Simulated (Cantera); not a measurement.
Charge: 1 mol toluene, 0.31 mol O2, 12 mol H2, held at 4.70 bar.

Method: chemical equilibrium by Gibbs-energy minimisation in Cantera with the NASA 1993 tables (ideal gas, pure condensed phases). Candidate condensed phases: C, C6H6, C7H8, C8H18, H2O; 110 gas species. Kinetics and transport are ignored.

### Question
At 1352 °C, list the 6 most abundant gas species with their mole fractions, and the condensed phases.

### Answer
H2 0.956, CO 0.0374, CH4 0.00632, H2O 0.000126, C2H2 (acetylene) 3.40e-5, H 3.18e-5. Condensed: C(graphite).
